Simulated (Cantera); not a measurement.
Cantera run, input and output.

```python
import numpy as np
import cantera as ct

gas = ct.Solution("gri30.yaml")
gas.TPX = 525, 101325, {'CH4': 1, 'C2H6': 0.25, 'C3H8': 0.85, 'O2': 4.76, 'N2': 17.9}
inlet = ct.Reservoir(gas, clone=True)
gas.equilibrate("HP")  # start burning
reactor = ct.IdealGasConstPressureReactor(gas, energy="on", clone=False)
exhaust = ct.Reservoir(gas, clone=True)
tau = [0.032, 0.013, 0.0052, 0.0021, 0.00083, 0.00033, 0.00013, 5.4e-05, 2.2e-05][0]
for a, b in ((inlet, reactor), (reactor, exhaust)):
    ct.MassFlowController(a, b, mdot=lambda t: reactor.mass / tau)
net = ct.ReactorNet([reactor])
show = ['CH4', 'C2H6', 'C3H8', 'NO2', 'O', 'CO', 'HO2']

rows = []
print(f"{'tau/s':>10s}{'T/K':>9s}" + "".join(f"{s:>11s}" for s in show))
for tau in [0.032, 0.013, 0.0052, 0.0021, 0.00083, 0.00033, 0.00013, 5.4e-05, 2.2e-05]:
    net.initial_time = 0.0
    net.advance(30 * tau)
    before = gas.X
    net.advance(40 * tau)
    drift = np.max(np.abs(gas.X - before) / (gas.X + 1e-9))
    rows.append([gas.T, *gas[show].X, drift])
    print(f"{tau:10.3e}{gas.T:9.1f}" + "".join(f"{x:11.3e}" for x in gas[show].X))
```

It prints:

```
     tau/s      T/K        CH4       C2H6       C3H8        NO2          O         CO        HO2
 3.200e-02   2095.9  7.452e-05  2.324e-07  5.433e-07  1.346e-09  2.115e-05  9.917e-02  3.920e-08
 1.300e-02   2089.1  1.083e-04  5.124e-07  1.161e-06  1.562e-09  3.383e-05  9.889e-02  7.904e-08
 5.200e-03   2080.7  1.745e-04  1.177e-06  2.583e-06  1.766e-09  5.116e-05  9.850e-02  1.663e-07
 2.100e-03   2069.6  3.076e-04  2.806e-06  5.947e-06  1.961e-09  7.328e-05  9.800e-02  3.738e-07
 8.300e-04   2049.8  5.828e-04  7.288e-06  1.471e-05  2.149e-09  1.065e-04  9.747e-02  9.729e-07
 3.300e-04   2006.2  1.186e-03  2.149e-05  4.005e-05  2.347e-09  1.589e-04  9.750e-02  3.152e-06
 1.300e-04    525.0  4.039e-02  1.010e-02  3.433e-02  6.363e-20  2.269e-29  6.203e-16  1.142e-18
 5.400e-05    525.0  4.039e-02  1.010e-02  3.433e-02  4.734e-23  7.059e-31  4.615e-19  1.319e-19
 2.200e-05    525.0  4.039e-02  1.010e-02  3.433e-02  2.990e-24  2.613e-31  2.915e-20  5.839e-20
```

Model: GRI-Mech 3.0 (53 species, 325 reactions), integrated in Cantera. GRI-Mech 3.0 was tuned for natural gas; its chemistry of propane as a main component is partial and can be far from experiment.
